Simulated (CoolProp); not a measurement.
trans-2-butene at 293.15 K and 0.14 MPa is throttled through a valve to 0.0342 MPa with no heat exchange. Each further row changes one setting.

Computed with CoolProp (reference Helmholtz-energy equation of state, Lemmon 2005). It is a short technical equation, of lower accuracy than the large ones.

```json
[
 {"case": "as stated", "temperature change (K)": "[?]", "final density (kg/m³)": "[?]"},
 {"case": "outlet pressure 0.0103 MPa", "temperature change (K)": "[?]", "final density (kg/m³)": "[?]"},
 {"case": "outlet pressure 0.0445 MPa", "temperature change (K)": "[?]", "final density (kg/m³)": "[?]"}
]
```

Question: Some entries are withheld; supply them.

Answer: 
- as stated, temperature change (K): -3.6
- as stated, final density (kg/m³): 0.806
- outlet pressure 0.0103 MPa, temperature change (K): -4.4
- outlet pressure 0.0103 MPa, final density (kg/m³): 0.242
- outlet pressure 0.0445 MPa, temperature change (K): -3.2
- outlet pressure 0.0445 MPa, final density (kg/m³): 1.05
